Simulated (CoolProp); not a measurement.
Vapour-liquid equilibrium of R143a (1) + dimethyl ether (2) at 253.9 K; x and y are mole fractions of (1).

The numbers come from the multi-fluid Helmholtz-energy mixture model, Lemmon and Jacobsen 2000 and Wu 2011; pair parameters Bell 2016 in CoolProp.

### Question
Give the bubble pressure and the first vapour's composition at x = 0.35, 0.55, 0.85. Is there an azeotrope?

### Answer
x = 0.35: 0.2054 MPa, y = 0.573; x = 0.55: 0.2435 MPa, y = 0.738; x = 0.85: 0.2974 MPa, y = 0.921. No azeotrope shows between x = 0.05 and 0.95.

Pair parameters are fitted to limited data, so mixtures are less certain than the pure fluids.
